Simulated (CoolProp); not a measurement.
R410A along the isotherm 500 K: density (kg/m³) from the reference equation and from simpler models built on Tc = 344.5 K, pc = 4901 kPa, ω = 0.296; each cubic takes its own stable root.

Computed with CoolProp (reference Helmholtz-energy equation of state, Lemmon 2003). It is a pseudo-pure fit of the blend.

| p (kPa) | phase | reference |
|---|---|---|
| 4080 | gas | 76.81 |
| 8170 | supercritical | 165.1 |
| 12300 | supercritical | 263.4 |
| 16300 | supercritical | 359.6 |
| 20400 | supercritical | 450.5 |
| 24500 | supercritical | 529.2 |
| 28600 | supercritical | 595.5 |
| 32700 | supercritical | 650.9 |
| 36800 | supercritical | 697.4 |
| 40800 | supercritical | 736.2 |
| 44900 | supercritical | 770.6 |
| 49000 | supercritical | 800.9 |

How far does each simpler model (ideal gas, van der Waals, Peng-Robinson) lie from the reference over these 12 states: mean and median of the absolute difference, and the worst?


- ideal gas: mean 12.4 %, median 13.0 %, worst -20.9 % at 500 K and 20400 kPa
- van der Waals: mean 10.7 %, median 10.4 %, worst -19.7 % at 500 K and 49000 kPa
- Peng-Robinson: mean 5.2 %, median 6.1 %, worst -7.6 % at 500 K and 28600 kPa
